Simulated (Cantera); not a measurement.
Charge: 1 mol Si3N4, 0.0015 mol O2, 700 mol H2, 0.024 mol CO2, equilibrated at 0.00133 bar.

Cantera equilibrium calculation (NASA polynomials, part measured and part estimated; ideal gas, pure solids and liquids). Candidate condensed phases: C, C6H6, C7H8, C8H18, H2O, Si, SiC, SiO2, Si2N2O, Si3N4; 151 gas species. Kinetics and transport are ignored.

Problem. At 1825 °C, list the 7 most abundant gas species with their mole fractions, and the condensed phases.

Solution. H2 0.913, H 0.0805, Si 0.00395, N2 0.00272, SiH 7.51e-5, SiO 4.17e-5, CO 2.77e-5. Condensed: gas only.
